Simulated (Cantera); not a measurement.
Charge: 1 mol Ti, 0.12 mol CO2, 35 mol H2, equilibrated at 17.0 bar.

Equilibrium computed with Cantera from the NASA thermochemical tables; the gas is ideal and each condensed phase is pure. Candidate condensed phases: C, C6H6, C7H8, C8H18, H2O, Ti, TiC, TiO, TiO2, Ti2O3, Ti3O5, Ti4O7; 113 gas species. Mutual solubility and eutectic melting of coexisting phases are not modelled. TiC, TiO: taken at fixed stoichiometry. Condensed phases not in the tables: solid solutions among these carbides, nitrides and lower oxides, N, O or C dissolved in the metal. Equilibrium is a limit: real reactors are often held back by kinetics, nucleation or transport. All values below are at 952 °C.

Base state: H2 1.00 (mole fractions); condensed: Ti(β) + TiC(s) + TiO(s).

Task: What changes in the equilibrium state with this change: CO2 from 0.12 to 0.75 mol?

Result: 
| species | before | after |
|---|---|---|
| H2 | 1.00 | 0.978 |
| CH4 | 1.26e-8 | 0.0219 |
| H2O | <1e-9 | 1.04e-5 |
| Ti(β), mol | 0.640 | 0 |
| TiC(s), mol | 0.120 | 0.000311 |
| TiO(s), mol | 0.240 | 0 |
| Ti2O3(s), mol | 0 | 0.500 |
TiC: taken at fixed stoichiometry.
